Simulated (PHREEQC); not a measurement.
A solution holds 0.46 mol H2SO4 and 0.019 mol NaHCO3 per kg of water, at 25 °C and 100 atm. Closed to the air; pH follows from the charge balance.

Model: Pitzer model, pitzer.dat, run in PHREEQC.

Each row changes one thing in this solution. No solid was allowed to form.

```json
[
 {"case": "as made", "pH": "0.35", "ionic strength (mol/kgw)": "0.678", "HSO4- (mol/kgw)": "0.351", "SO4-2 (mol/kgw)": "0.109", "HCO3- (mol/kgw)": "4.73e-8", "SI of Mirabilite (Na2SO4:10H2O)": "-4.72", "SI of Thenardite (Na2SO4)": "-5.61"},
 {"case": "NaHCO3 from 0.019 to 0.038 mol/kgw", "pH": "0.37", "ionic strength (mol/kgw)": "0.680", "HSO4- (mol/kgw)": "0.350", "SO4-2 (mol/kgw)": "0.110", "HCO3- (mol/kgw)": "9.76e-8", "SI of Mirabilite (Na2SO4:10H2O)": "-4.11", "SI of Thenardite (Na2SO4)": "-5.00"},
 {"case": "H2SO4 from 0.46 to 0.23 mol/kgw", "pH": "0.69", "ionic strength (mol/kgw)": "0.347", "HSO4- (mol/kgw)": "0.172", "SO4-2 (mol/kgw)": "0.0583", "HCO3- (mol/kgw)": "8.24e-8", "SI of Mirabilite (Na2SO4:10H2O)": "-4.67", "SI of Thenardite (Na2SO4)": "-5.60"},
 {"case": "NaHCO3 from 0.019 to 0.0038 mol/kgw", "pH": "0.34", "ionic strength (mol/kgw)": "0.677", "HSO4- (mol/kgw)": "0.352", "SO4-2 (mol/kgw)": "0.108", "HCO3- (mol/kgw)": "9.23e-9", "SI of Mirabilite (Na2SO4:10H2O)": "-6.12", "SI of Thenardite (Na2SO4)": "-7.02"},
 {"case": "diluted 10-fold with water", "pH": "1.32", "ionic strength (mol/kgw)": "0.0800", "HSO4- (mol/kgw)": "0.0290", "SO4-2 (mol/kgw)": "0.0170", "HCO3- (mol/kgw)": "2.66e-8", "SI of Mirabilite (Na2SO4:10H2O)": "-6.69", "SI of Thenardite (Na2SO4)": "-7.66"},
 {"case": "H2SO4 from 0.46 to 0.414 mol/kgw", "pH": "0.41", "ionic strength (mol/kgw)": "0.611", "HSO4- (mol/kgw)": "0.316", "SO4-2 (mol/kgw)": "0.0985", "HCO3- (mol/kgw)": "5.14e-8", "SI of Mirabilite (Na2SO4:10H2O)": "-4.71", "SI of Thenardite (Na2SO4)": "-5.61"}
]
```

Under pressure, the constants of complexes without a molar volume in the database are unreliable.
